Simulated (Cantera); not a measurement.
Feed: 1 mol CHF3, a varied amount of CH4, 0.36 mol H2, held at 1723.15 K and 2.50 Pa.

Equilibrium computed with Cantera from the NASA thermochemical tables; the gas is ideal and each condensed phase is pure. Candidate condensed phases: C, C6H6, C7H8, C8H18; 95 gas species. Gases not in the tables: C2F6 and larger saturated fluorocarbons. Rates play no part.

x: gas mole fraction; n: condensed amount in mol.

```
n(CH4) (mol)   x HF      x F     x H2    x CF4     x CF2  n C(graphite)
------------  -----  -------  -------  -------  --------  -------------
0.096         0.839   0.0718  2.26e-9   0.0532    0.0355              …
0.15          0.874   0.0640  3.09e-9   0.0336    0.0282              …
0.2           0.905   0.0552  4.46e-9   0.0186    0.0210              …
0.26          0.944   0.0398  9.33e-9  0.00503    0.0109              …
0.31          0.988   0.0114  1.24e-7  3.39e-5  0.000898           1.31
0.37          0.965  2.31e-5   0.0291   <1e-12   3.66e-9           1.37
0.42          0.933  1.58e-5   0.0578   <1e-12   1.72e-9           1.42
```

### Question
Fill in the missing entries.

### Answer

- 0.096, n C(graphite): 0.872
- 0.15, n C(graphite): 0.985
- 0.2, n C(graphite): 1.09
- 0.26, n C(graphite): 1.21
